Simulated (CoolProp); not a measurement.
Vapour pressure (MPa) of isopentane: the reference equation beside estimates from Tc = 187.2 °C, pc = 3.378 MPa, ω = 0.227.

Model: reference Helmholtz-energy equation of state, Lemmon 2006, in CoolProp. It is a short technical equation, of lower accuracy than the large ones.

| T (°C) | reference | van der Waals | Peng-Robinson |
|---|---|---|---|
| 17.25 | 0.06922 | 0.3896 | 0.06929 |
| 26.75 | 0.09761 | 0.4645 | 0.09749 |
| 36.15 | 0.1339 | 0.5476 | 0.1336 |
| 45.65 | 0.1805 | 0.6409 | 0.1798 |
| 55.15 | 0.2385 | 0.7442 | 0.2376 |
| 64.55 | 0.3089 | 0.8564 | 0.3078 |
| 74.05 | 0.3951 | 0.9804 | 0.3938 |
| 83.55 | 0.4981 | 1.115 | 0.4969 |
| 92.95 | 0.6185 | 1.260 | 0.6177 |
| 102.45 | 0.7610 | 1.418 | 0.7610 |
| 111.95 | 0.9265 | 1.587 | 0.9278 |

Absolute difference from the reference over all 11 rows, mean and median: van der Waals 211.4 and 177.2 %, Peng-Robinson 0.2 and 0.2 %.
